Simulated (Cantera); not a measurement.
Feed: 1 mol Al, 2.5 mol I₂, 4.4 mol N₂, equilibrated at 0.000590 bar.

Cantera equilibrium calculation (NASA polynomials, part measured and part estimated; ideal gas, pure solids and liquids). Candidate condensed phases: Al, AlI₃, AlN, I₂; 10 gas species. Equilibrium is a limit: real reactors are often held back by kinetics, nucleation or transport.

### Question
What share of the Al ends up in condensed phases as a function of T (K), at 425, 500, 575, 650, 725, 800, 875, 950, 1025, 1100, 1175, 1250, 1325?

### Answer
```csv
T (K),Al condensed (%),as
425,40.5,AlN(s)
500,33.8,AlN(s)
575,5.3,AlN(s)
650,0.0,-
725,0.0,-
800,0.0,-
875,0.0,-
950,3.8,AlN(s)
1025,36.9,AlN(s)
1100,69.4,AlN(s)
1175,88.7,AlN(s)
1250,95.4,AlN(s)
1325,94.8,AlN(s)
```
